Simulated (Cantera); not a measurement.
Feed: 1 mol Si2Cl6, 710 mol H2, at 927 °C and 0.133 bar.

These are equilibrium values from Cantera (NASA tables, ideal gas, pure condensed phases), not measurements of a reactor. Candidate condensed phases: Si; 19 gas species. The feed counts by its element totals alone. The tables' values for SiCl3 are old estimates; treat these amounts as uncertain. Equilibrium is a limit: real reactors are often held back by kinetics, nucleation or transport.

Question: What is the equilibrium state?

Answer: 
```json
{
  "x(H2)": "0.992",
  "x(HCl)": "0.00792",
  "x(SiCl2)": "0.000149",
  "x(SiHCl3)": "3.05e-5",
  "x(SiH2Cl2)": "1.36e-5",
  "x(SiCl3)": "1.24e-5",
  "x(SiCl4)": "8.95e-6",
  "x(SiH3Cl)": "1.66e-6",
  "n(Si(s))": "1.85 mol",
  "gas_amount": "713.0 mol"
}
```
